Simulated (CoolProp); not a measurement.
Computed with CoolProp (reference Helmholtz-energy equation of state, Penoncello 2003).

For CHF3 (R23), give the phase and the Prandtl number at 315.9 K and 0.0157 MPa; 315.9 K and 0.279 MPa; 315.9 K and 0.573 MPa.


- 315.9 K and 0.0157 MPa: gas; Prandtl number 0.825
- 315.9 K and 0.279 MPa: gas; Prandtl number 0.821
- 315.9 K and 0.573 MPa: gas; Prandtl number 0.820

Viscosity comes from a separate model (Shan 2000). Thermal conductivity comes from a separate model (Shan 2000).
